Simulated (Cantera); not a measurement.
What does this Cantera script print?

```python
import numpy as np
import cantera as ct

gas = ct.Solution("gri30.yaml")


def delay(T, t_max=10):
    gas.TPX = T, 100000, {'CH4': 1, 'O2': 1, 'N2': 3.76}
    reactor = ct.IdealGasConstPressureReactor(gas, clone=False)
    net = ct.ReactorNet([reactor])
    net.rtol, net.atol = 1e-8, 1e-16
    while net.time < t_max:
        t_old, T_old = net.time, reactor.T
        net.step()
        if reactor.T > T + 400:  # ignition: a rise of 400 K
            return t_old + (T + 400 - T_old) / (reactor.T - T_old) * (net.time - t_old)
    return np.nan


taus = []
for T in [1025, 1075, 1125, 1175, 1225, 1275, 1325]:
    taus.append(delay(T))
    print(f"T0 = {T:6g} K   tau = {taus[-1]:.4e} s")
```

Result:

```
T0 =   1025 K   tau = 1.0598e+00 s
T0 =   1075 K   tau = 4.5709e-01 s
T0 =   1125 K   tau = 2.0611e-01 s
T0 =   1175 K   tau = 9.6960e-02 s
T0 =   1225 K   tau = 4.7395e-02 s
T0 =   1275 K   tau = 2.3962e-02 s
T0 =   1325 K   tau = 1.2482e-02 s
```

Model: GRI-Mech 3.0 (53 species, 325 reactions), integrated in Cantera.
